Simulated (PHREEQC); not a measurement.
Consider water at 20 °C with 0.93 mol/kgw HCl, 1.3 mol/kgw CaCl2 and 0.051 mol/kgw MgCl2. It is in equilibrium with CO2 at log p = -2 (atm). Otherwise closed; pH follows from the charge balance.

Model: Pitzer model, pitzer.dat, run in PHREEQC.

- pH = -0.51
- ionic strength = 4.98 mol/kgw
- activity of water = 0.864
- density = 1.123 g/cm³
- osmotic coefficient = 1.376
- total alkalinity = -930 meq/kg

```
species  molality  activity   log γ
-------  --------  --------  ------
Cl-          3.63      2.12  -0.233
Ca+2         1.30      1.97   0.181
H+          0.930      3.24   0.542
Mg+2       0.0510     0.113   0.343
CO2      0.000248  0.000392   0.199
```

No solid was allowed to form. In brines, pH and single-ion activities rest on the MacInnes convention.
